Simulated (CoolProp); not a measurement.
Methanol along the isotherm 567.9 K: density (kg/m³) from the reference equation and from simpler models built on Tc = 513.4 K, pc = 8.216 MPa, ω = 0.565; each cubic takes its own stable root.

Values from CoolProp's reference Helmholtz-energy equation of state, de Reuck 1993.

```tsv
p (MPa)	phase	reference
0.26	gas	1.776
0.493	gas	3.389
0.934	gas	6.499
1.77	gas	12.62
3.36	gas	25.25
6.36	gas	53.76
12.1	supercritical	142.4
22.9	supercritical	409.1
43.3	supercritical	532.7
82.2	supercritical	619.6
```

How far does each simpler model (van der Waals, Redlich-Kwong, Soave-Redlich-Kwong) lie from the reference over these 10 states: mean and median of the absolute difference, and the worst?


- van der Waals: mean 14.1 %, median 1.4 %, worst -41.4 % at 567.9 K and 82.2 MPa
- Redlich-Kwong: mean 9.3 %, median 2.3 %, worst -25.5 % at 567.9 K and 43.3 MPa
- Soave-Redlich-Kwong: mean 9.7 %, median 0.6 %, worst -31.5 % at 567.9 K and 22.9 MPa
